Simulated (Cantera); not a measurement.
An isothermal, constant-pressure homogeneous reactor starts with C2H6 : N2 = 1 : 96 (molar parts), at 1025 K and 0.133 bar. Integrator tolerance rtol = 1e-08.

Detailed kinetics in Cantera: GRI-Mech 3.0 (53 species, 325 reactions). GRI-Mech 3.0 stops at C3 and has no aromatics, soot or wall deposition, so with more carbon than oxygen in the feed, carbon stays in small species such as C2H2 where larger ones or solid carbon would form.

**Question.** What does this change do: temperature 1025 to 1900 K?

**Answer.** 
```tsv
quantity	before	after
x(C2H6) at 60.0 s	2.33e-5 (gas-phase equilibrium 1.11e-6)	<1e-12 (gas-phase equilibrium <1e-12)
x(CH2) at 60.0 s	<1e-12 (gas-phase equilibrium <1e-12)	1.62e-9 (gas-phase equilibrium 1.81e-9)
x(H2) at 60.0 s	0.0126 (gas-phase equilibrium 0.00944)	0.0200 (gas-phase equilibrium 0.0200)
x(C2H2) at 60.0 s	0.00307 (gas-phase equilibrium 0.00135)	0.00999 (gas-phase equilibrium 0.000840)
x(HCN) at 60.0 s	1.90e-12 (gas-phase equilibrium 0.00971)	0.000214 (gas-phase equilibrium 0.0185)
x(C2H) at 60.0 s	<1e-12 (gas-phase equilibrium <1e-12)	2.02e-6 (gas-phase equilibrium 1.69e-7)
```

**Question.** What does this change do: temperature 1025 to 1650 K?

**Answer.** 
| quantity | before | after |
|---|---|---|
| x(C2H6) at 60.0 s | 2.33e-5 (gas-phase equilibrium 1.11e-6) | 2.86e-11 (gas-phase equilibrium 1.74e-12) |
| x(CH2) at 60.0 s | <1e-12 (gas-phase equilibrium <1e-12) | 6.55e-10 (gas-phase equilibrium 1.53e-10) |
| x(H2) at 60.0 s | 0.0126 (gas-phase equilibrium 0.00944) | 0.0202 (gas-phase equilibrium 0.0202) |
| x(C2H2) at 60.0 s | 0.00307 (gas-phase equilibrium 0.00135) | 0.0101 (gas-phase equilibrium 0.00109) |
| x(HCN) at 60.0 s | 1.90e-12 (gas-phase equilibrium 0.00971) | 2.37e-5 (gas-phase equilibrium 0.0180) |
| x(C2H) at 60.0 s | <1e-12 (gas-phase equilibrium <1e-12) | 7.76e-8 (gas-phase equilibrium 8.37e-9) |

**Question.** What does this change do: temperature 1025 to 1300 K?

**Answer.** 
```json
[
 {"quantity": "x(C2H6) at 60.0 s", "before": "2.33e-5 (gas-phase equilibrium 1.11e-6)", "after": "9.72e-8 (gas-phase equilibrium 1.76e-9)"},
 {"quantity": "x(CH2) at 60.0 s", "before": "<1e-12 (gas-phase equilibrium <1e-12)", "after": "7.00e-12 (gas-phase equilibrium <1e-12)"},
 {"quantity": "x(H2) at 60.0 s", "before": "0.0126 (gas-phase equilibrium 0.00944)", "after": "0.0178 (gas-phase equilibrium 0.0200)"},
 {"quantity": "x(C2H2) at 60.0 s", "before": "0.00307 (gas-phase equilibrium 0.00135)", "after": "0.00926 (gas-phase equilibrium 0.00174)"},
 {"quantity": "x(HCN) at 60.0 s", "before": "1.90e-12 (gas-phase equilibrium 0.00971)", "after": "4.20e-8 (gas-phase equilibrium 0.0165)"},
 {"quantity": "x(C2H) at 60.0 s", "before": "<1e-12 (gas-phase equilibrium <1e-12)", "after": "7.94e-11 (gas-phase equilibrium 1.69e-11)"}
]
```
